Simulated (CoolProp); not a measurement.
Aqueous potassium carbonate as a coolant, 16 % by mass, freezing at -6.4 °C, 1 atm.

Values from CoolProp's Melinder's fits for secondary coolants.

```csv
T (°C),cp (kJ/(kg K)),density (kg/m³),Prandtl number,viscosity (mPa s)
-2.4,3.424,1157,16.7,2.66
3.3,3.434,1156,13.9,2.25
9,3.444,…,11.8,…
14.7,…,1152,10.2,1.69
20.4,…,…,8.88,1.49
26.1,3.472,…,7.79,…
31.8,3.481,1144,6.87,1.19
37.5,3.489,1141,6.09,1.07
```

### Question
Complete the blanks.

### Answer

- 9, density (kg/m³): 1154
- 9, viscosity (mPa s): 1.94
- 14.7, cp (kJ/(kg K)): 3.454
- 20.4, cp (kJ/(kg K)): 3.463
- 20.4, density (kg/m³): 1149
- 26.1, density (kg/m³): 1147
- 26.1, viscosity (mPa s): 1.33
